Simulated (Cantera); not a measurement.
Cantera run, input and output.

```python
import numpy as np
import cantera as ct

gas = ct.Solution("gri30.yaml")
gas.TPX = 423, 1000000, {'CH4': 1, 'H2': 0.65, 'O2': 1.79, 'N2': 6.72}
flame = ct.FreeFlame(gas, width=0.008)
flame.set_refine_criteria(ratio=3, slope=0.08, curve=0.16)
flame.transport_model = "mixture-averaged"
flame.solve(loglevel=0, auto=True)
flame.transport_model = "multicomponent"
flame.soret_enabled = False
flame.solve(loglevel=0, refine_grid=True)
z, T = flame.grid, flame.T
thick = (T[-1] - T[0]) / np.gradient(T, z).max()
show = ['CH4', 'H2', 'O2', 'CO', 'CH2', 'C2H2']
print(f"laminar burning velocity  {flame.velocity[0] * 100:.3f} cm/s")
print(f"burnt temperature         {T[-1]:.1f} K")
print(f"thermal thickness         {thick * 1e3:.4f} mm")
print(f"grid points               {len(z)}")
z0 = z[flame.heat_release_rate.argmax()]
print(f"{'z/mm':>9s}{'T/K':>9s}{'u/(m/s)':>9s}" + "".join(f"{s:>11s}" for s in show))
rows = []
for k in (-3, -2, -1.5, -1, -0.5, -0.25, 0, 0.25, 0.5, 1, 2, 4, 8):
    zz = z0 + k * thick
    rows.append([k * thick, np.interp(zz, z, T), np.interp(zz, z, flame.velocity),
                 *(np.interp(zz, z, flame.X[gas.species_index(s)]) for s in show)])
    print(f"{rows[-1][0] * 1e3:9.3f}{rows[-1][1]:9.1f}{rows[-1][2]:9.3f}" + "".join(f"{x:11.3e}" for x in rows[-1][3:]))
```

Output:

```
laminar burning velocity  23.517 cm/s
burnt temperature         2199.9 K
thermal thickness         0.1036 mm
grid points               134
     z/mm      T/K  u/(m/s)        CH4         H2         O2         CO        CH2       C2H2
   -0.311    423.7    0.235  9.848e-02  6.318e-02  1.763e-01  6.773e-06  8.634e-20  2.477e-08
   -0.207    431.2    0.239  9.836e-02  6.148e-02  1.762e-01  1.022e-04 -3.254e-18  5.077e-07
   -0.155    459.7    0.255  9.731e-02  5.930e-02  1.750e-01  5.643e-04 -2.841e-17  3.566e-06
   -0.104    594.0    0.329  9.112e-02  5.539e-02  1.664e-01  3.368e-03  9.269e-15  2.812e-05
   -0.052   1109.7    0.621  6.227e-02  5.009e-02  1.214e-01  1.884e-02  2.896e-09  2.167e-04
   -0.026   1535.8    0.866  3.527e-02  4.769e-02  7.630e-02  3.540e-02  5.805e-07  5.016e-04
    0.000   1919.0    1.090  1.155e-02  4.557e-02  3.112e-02  5.108e-02  1.398e-05  1.098e-03
    0.026   2103.1    1.197  2.822e-03  4.448e-02  8.706e-03  5.591e-02  2.116e-05  9.971e-04
    0.052   2161.3    1.229  9.592e-04  4.509e-02  2.387e-03  5.540e-02  9.625e-06  5.863e-04
    0.104   2189.1    1.243  2.873e-04  4.674e-02  2.791e-04  5.389e-02  1.859e-06  2.511e-04
    0.207   2197.7    1.247  9.298e-05  4.799e-02  1.589e-05  5.313e-02  2.838e-07  9.188e-05
    0.414   2199.7    1.248  2.579e-05  4.848e-02  2.901e-06  5.306e-02  5.061e-08  2.459e-05
    0.829   2199.9    1.248  3.061e-06  4.861e-02  2.384e-06  5.312e-02  5.343e-09  2.674e-06
```

Computed with Cantera and GRI-Mech 3.0 (53 species, 325 reactions). Burning velocities carry a grid error of a few per cent, more on coarse grids.
